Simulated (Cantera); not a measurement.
A Cantera script and its output.

```python
import numpy as np
import cantera as ct

gas = ct.Solution("gri30.yaml")


def delay(T, t_max=10):
    gas.TPX = T, 100000, {'CO': 1, 'H2': 0.045, 'CH4': 0.24, 'O2': 1.3, 'N2': 4.9}
    reactor = ct.IdealGasReactor(gas, clone=False)
    net = ct.ReactorNet([reactor])
    net.rtol, net.atol = 1e-8, 1e-16
    while net.time < t_max:
        t_old, T_old = net.time, reactor.T
        net.step()
        if reactor.T > T + 400:  # ignition: a rise of 400 K
            return t_old + (T + 400 - T_old) / (reactor.T - T_old) * (net.time - t_old)
    return np.nan


taus = []
for T in [1075, 1125, 1175, 1225, 1275, 1325, 1375, 1425, 1475]:
    taus.append(delay(T))
    print(f"T0 = {T:6g} K   tau = {taus[-1]:.4e} s")
```

It prints:

```
T0 =   1075 K   tau = 9.2524e-03 s
T0 =   1125 K   tau = 6.0051e-03 s
T0 =   1175 K   tau = 3.8038e-03 s
T0 =   1225 K   tau = 2.4005e-03 s
T0 =   1275 K   tau = 1.5367e-03 s
T0 =   1325 K   tau = 1.0100e-03 s
T0 =   1375 K   tau = 6.8577e-04 s
T0 =   1425 K   tau = 4.8137e-04 s
T0 =   1475 K   tau = 3.4827e-04 s
```

Model: GRI-Mech 3.0 (53 species, 325 reactions), integrated in Cantera.
